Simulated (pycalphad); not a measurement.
All values are pycalphad results on the COST 507 light-alloy database (1999) (1 atm), not direct measurements. The database dates from 1999; later assessments differ in places, in temperatures and in the compounds included. Kinetics are ignored, which matters at the lower temperatures.

**Question.** Which phases does B-7 at.% Ti hold at 1294 °C, with what compositions and amounts?

**Answer.** BETA_RHOMBO_B with none at.% Ti and B2M with 33.3 at.% Ti. The lever rule gives (7 − 0.0)/(33.3 − 0.0) = 0.21 of B2M and 0.79 of BETA_RHOMBO_B.

**Question.** Which phases does B-67 at.% Ti hold at 1880 °C, with what compositions and amounts?

**Answer.** BM with 50.0 at.% Ti and LIQUID with 73.3 at.% Ti. The lever rule gives (67 − 50.0)/(73.3 − 50.0) = 0.73 of LIQUID and 0.27 of BM.

**Question.** Which phases does B-68 at.% Ti hold at 1720 °C, with what compositions and amounts?

**Answer.** BM with 50.0 at.% Ti and LIQUID with 81.3 at.% Ti. The lever rule gives (68 − 50.0)/(81.3 − 50.0) = 0.57 of LIQUID and 0.43 of BM.

**Question.** Which phases does B-36 at.% Ti hold at 494 °C, with what compositions and amounts?

**Answer.** B2M with 33.3 at.% Ti and B4M3 with 42.9 at.% Ti. The lever rule gives (36 − 33.3)/(42.9 − 33.3) = 0.28 of B4M3 and 0.72 of B2M.

Database names, with the compositions (at.%) that they take in these runs: B2M: B 67 Ti 33; B4M3: B 57 Ti 43; BM: B 50 Ti 50. BETA_RHOMBO_B is β-boron. An entry "none" or "no" means that the model of the phase leaves that element out.
